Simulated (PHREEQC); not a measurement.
Dissolve 0.078 mol/kgw CuSO4 at 35 °C. Closed to the air; pH follows from the charge balance.

Model: ion-association model, phreeqc.dat, run in PHREEQC.

Precipitation was switched off in this run.

**Question.** Estimate the pH, ionic strength.

**Answer.** pH 4.45; ionic strength 0.164 mol/kgw.

**Question.** In which forms is S present?

**Answer.** SO4-2 52 %, CuSO4 47 % of the S.
